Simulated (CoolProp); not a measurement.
The numbers come from the reference Helmholtz-energy equation of state, Gao 2020 in CoolProp.

Problem. For ammonia, give the phase and the conductivity (mW/(m K)), Prandtl number at 393 K and 4.74 bar; 535.1 K and 4.74 bar; 592 K and 4.74 bar.

Solution. 
- 393 K and 4.74 bar: gas; conductivity 36.5, Prandtl number 0.877
- 535.1 K and 4.74 bar: gas; conductivity 59.1, Prandtl number 0.830
- 592 K and 4.74 bar: gas; conductivity 67.7, Prandtl number 0.836

Viscosity comes from a separate model (Fenghour 1995). Thermal conductivity comes from a separate model (Tufeu 1984).
